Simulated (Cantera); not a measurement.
Input (Python, Cantera) and output of one run.

```python
import numpy as np
import cantera as ct

gas_names = """
    Br Br2 O O2 O3 Si SiBr SiBr2 SiBr3 SiBr4 SiO SiO2 Si2 Si3
""".split()
cond_names = """
    Br2(cr) Br2(L) Si(cr) Si(L) SiO2(Lqz) SiO2(hqz) SiO2(L)
""".split()


# ... load() reads the species with a 1 bar reference pressure and builds the phases ...
atoms = {
    'Si': {'Si': 1},
    'Br2': {'Br': 2},
    'O2': {'O': 2},
}
top_T = {}  # K; cautious upper limits of use, not melting points


# ... equilibrate(T, P, feed) seeds the gas with the atoms and calls Mixture.equilibrate('TP', solver="vcs", rtol=1e-11, max_steps=5000) ...
results = []
feed = {'Si': 1, 'Br2': 0.48, 'O2': 0.084}  # mol
T = 723.15  # K
P = 5700  # Pa
mix = equilibrate(T, P, feed)
results.append((T, P, feed, dict(zip(mix.species_names, mix.species_moles))))
x = sorted(zip(gas.X, gas.species_names), reverse=True)
print(f"T = {T:g} K  P = {P:g} Pa  gas = {mix.phase_moles(0):.4g} mol")
print("   x: " + "  ".join(f"{s} {v:.3e}" for v, s in x if v > 1e-05))
print("   condensed (mol): " + ("  ".join(f"{mix.phase(i).name} {mix.phase_moles(i):.4g}"
      for i in range(1, mix.n_phases) if mix.phase_moles(i) > 1e-12) or "none"))
```

Output:

```
T = 723.15 K  P = 5700 Pa  gas = 0.24 mol
   x: SiBr4 1.000e+00  SiBr3 3.838e-05
   condensed (mol): Si(cr) 0.676  SiO2(Lqz) 0.084
```

Equilibrium computed with Cantera from the NASA thermochemical tables; the gas is ideal and each condensed phase is pure. The tables' values for SiBr3 are old estimates; treat these amounts as uncertain.
